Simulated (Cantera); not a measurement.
A closed system holds: 1 mol NiS, 0.32 mol H2, at 2050 K and 57.0 Pa.

Cantera equilibrium calculation (NASA polynomials, part measured and part estimated; ideal gas, pure solids and liquids). Candidate condensed phases: Ni, NiS, NiS2, Ni3S2, Ni3S4, S; 9 gas species. The numbers say what is thermodynamically allowed, not how fast it happens.

Base state: Ni 0.480, S2 0.193, H2 0.145, S 0.0805, NiS 0.0513, H 0.0361, SH 0.0133, H2S 0.000784 (mole fractions); condensed: gas only.

What changes in the equilibrium state with this change: H2 from 0.32 to 37 mol?


```json
[
 {"species": "H2", "before": "0.145", "after": "0.866"},
 {"species": "H", "before": "0.0361", "after": "0.0884"},
 {"species": "Ni", "before": "0.480", "after": "0.0243"},
 {"species": "S2", "before": "0.193", "after": "0.00385"},
 {"species": "NiS", "before": "0.0513", "after": "0.000367"},
 {"species": "S", "before": "0.0805", "after": "0.0114"},
 {"species": "SH", "before": "0.0133", "after": "0.00460"},
 {"species": "H2S", "before": "0.000784", "after": "0.000663"}
]
```
